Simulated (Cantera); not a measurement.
Feed: 1 mol Al, 3.5 mol N2O, 35 mol N2, held at 1098.15 K and 100000 Pa.

Cantera equilibrium calculation (NASA polynomials, part measured and part estimated; ideal gas, pure solids and liquids). Candidate condensed phases: Al, AlN, Al2O3; 16 gas species. Equilibrium is a limit: real reactors are often held back by kinetics, nucleation or transport.

What is the equilibrium state?


- x(N2) = 0.975
- x(O2) = 0.0253
- x(NO) = 3.23e-5
- n(Al2O3(s)) = 0.500 mol
- gas amount = 39.50 mol
- log10 activity of Al(l) (absent) = -30.40
